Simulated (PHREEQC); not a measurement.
Synthetic water in mmol/kgw, 60 °C, pH 6.86, pe 9.3:

| constituent | mmol/kgw |
|---|---|
| Na | 312 |
| K | 3.72 |
| Ca | 18.3 |
| Mg | 31.5 |
| Cl | 423 |
| S(6) | 4.32 |
| Alkalinity (meq/kgw) | 0.087 |
| O(0) (counted as O atoms) | 0.123 |
| Sr | 0.229 |

Valence states are taken as typed.

Model: ion-association model, phreeqc.dat, run in PHREEQC.

Precipitation was switched off in this run.

### Question
Estimate the activity of water, charge-balance error.

### Answer
activity of water 0.987; charge-balance error -1.9 %.

### Question
In which forms is S present?

### Answer
SO4-2 44 %, MgSO4 32 %, NaSO4- 16 %, CaSO4 7.3 % of the S.

Constants without temperature data keep their 25 °C values here.
